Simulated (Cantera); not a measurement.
Cantera run, input and output.

```python
import numpy as np
import cantera as ct

gas = ct.Solution("gri30.yaml")
gas.TPX = 1350, 360000, {'C3H8': 0.47, 'O2': 10.6, 'N2': 40}
reactor = ct.IdealGasReactor(gas, energy="on", clone=False)
net = ct.ReactorNet([reactor])
net.rtol, net.atol = 1e-08, 1e-16
show = ['C3H8', 'O2', 'NO', 'NO2', 'HCO', 'CH2CO', 'CH4']
times = np.geomspace(8e-06, 9, 13)

steps = ct.SolutionArray(gas, extra=["t"])
rows = []
print(f"{'t/s':>10s}{'T/K':>9s}{'P/Pa':>11s}" + "".join(f"{s:>11s}" for s in show))
for t in times:
    while net.time < t:
        t_next = net.step()
        steps.append(gas.state, t=t_next)
    rows.append([np.interp(t, steps.t, y) for y in (steps.T, steps.P, *steps(*show).X.T)])
    print(f"{t:10.3e}{rows[-1][0]:9.1f}{rows[-1][1]:11.4g}" + "".join(f"{x:11.3e}" for x in rows[-1][2:]))
rate = np.gradient(steps.T, steps.t)
print("integrator steps:", len(steps.t))
if steps.T.max() > steps.T[0] + 200:
    print(f"time of steepest temperature rise: {steps.t[rate.argmax()]:.4e} s")
gas.TPX = 1350, 360000, {'C3H8': 0.47, 'O2': 10.6, 'N2': 40}
gas.equilibrate("UV")
print(f"equilibrium (UV): T = {gas.T:.1f} K  " + "  ".join(f"{s} {gas[s].X[0]:.3e}" for s in show))
```

Result:

```
       t/s      T/K       P/Pa       C3H8         O2         NO        NO2        HCO      CH2CO        CH4
 8.000e-06   1349.8  3.599e+05  9.172e-03  2.075e-01  3.655e-15  7.681e-18  4.099e-11  3.501e-09  5.521e-07
 2.555e-05   1349.5  3.599e+05  9.026e-03  2.074e-01  4.361e-14  5.423e-16  1.716e-09  2.046e-07  7.171e-06
 8.159e-05   1351.8  3.609e+05  8.129e-03  2.068e-01  6.693e-13  3.154e-14  2.517e-08  9.651e-06  7.101e-05
 2.605e-04   1977.7  5.332e+05 -1.447e-44  1.595e-01  6.930e-06  4.324e-08  9.037e-11  1.216e-17  2.045e-17
 8.320e-04   2007.4  5.404e+05  3.361e-49  1.598e-01  1.250e-05  4.307e-08  2.055e-13  1.664e-19  4.445e-18
 2.657e-03   2007.4  5.404e+05  1.429e-50  1.598e-01  2.142e-05  7.378e-08  2.012e-13  5.676e-20  1.542e-18
 8.485e-03   2007.4  5.404e+05 -8.359e-53  1.598e-01  4.986e-05  1.719e-07  2.009e-13  1.959e-21  5.329e-20
 2.710e-02   2007.1  5.403e+05  3.576e-53  1.597e-01  1.402e-04  4.834e-07  2.000e-13 -4.356e-24 -1.170e-22
 8.653e-02   2006.2  5.401e+05  1.643e-55  1.596e-01  4.232e-04  1.461e-06  1.974e-13  4.948e-27  1.848e-24
 2.763e-01   2003.7  5.394e+05  2.024e-57  1.592e-01  1.269e-03  4.390e-06  1.896e-13  2.480e-27  1.676e-24
 8.825e-01   1997.3  5.377e+05  2.047e-65  1.581e-01  3.347e-03  1.165e-05  1.717e-13  2.008e-27  1.434e-24
 2.818e+00   1989.7  5.356e+05  1.054e-65  1.569e-01  5.859e-03  2.053e-05  1.521e-13  1.541e-27  1.190e-24
 9.000e+00   1988.2  5.352e+05  2.196e-65  1.566e-01  6.362e-03  2.233e-05  1.484e-13  1.462e-27  1.147e-24
integrator steps: 1793
time of steepest temperature rise: 1.9034e-04 s
equilibrium (UV): T = 1988.1 K  C3H8 2.221e-65  O2 1.566e-01  NO 6.364e-03  NO2 2.233e-05  HCO 1.484e-13  CH2CO 2.130e-27  CH4 1.728e-24
```

Computed with Cantera and GRI-Mech 3.0 (53 species, 325 reactions). GRI-Mech 3.0 was tuned for natural gas; its chemistry of propane as a main component is partial and can be far from experiment.
